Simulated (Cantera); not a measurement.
A Cantera script and what it prints.

```python
import numpy as np
import cantera as ct

gas_names = """
    H HO2 H2 H2O H2O2 Mg MgH MgO MgOH MgO2H2 Mg2 O OH O2 O3
""".split()
cond_names = """
    H2O(s) H2O(L) Mg(cr) Mg(L) MgO(s) MgO(L) MgO2H2(s)
""".split()


# ... load() reads the species with a 1 bar reference pressure and builds the phases ...
atoms = {
    'Mg(OH)2': {'Mg': 1, 'O': 2, 'H': 2},
    'O2': {'O': 2},
}
top_T = {}  # K; cautious upper limits of use, not melting points


# ... equilibrate(T, P, feed) seeds the gas with the atoms and calls Mixture.equilibrate('TP', solver="vcs", rtol=1e-11, max_steps=5000) ...
results = []
feed = {'Mg(OH)2': 1, 'O2': 0.12}  # mol
T = 1325  # K
P = 5100  # Pa
mix = equilibrate(T, P, feed)
results.append((T, P, feed, dict(zip(mix.species_names, mix.species_moles))))
x = sorted(zip(gas.X, gas.species_names), reverse=True)
print(f"T = {T:g} K  P = {P:g} Pa  gas = {mix.phase_moles(0):.4g} mol")
print("   x: " + "  ".join(f"{s} {v:.3e}" for v, s in x if v > 1e-06))
print("   condensed (mol): " + ("  ".join(f"{mix.phase(i).name} {mix.phase_moles(i):.4g}"
      for i in range(1, mix.n_phases) if mix.phase_moles(i) > 1e-12) or "none"))
```

Result:

```
T = 1325 K  P = 5100 Pa  gas = 1.12 mol
   x: H2O 8.928e-01  O2 1.071e-01  OH 7.411e-05  H2 1.621e-06
   condensed (mol): MgO(s) 1
```

Cantera equilibrium calculation (NASA polynomials, part measured and part estimated; ideal gas, pure solids and liquids).
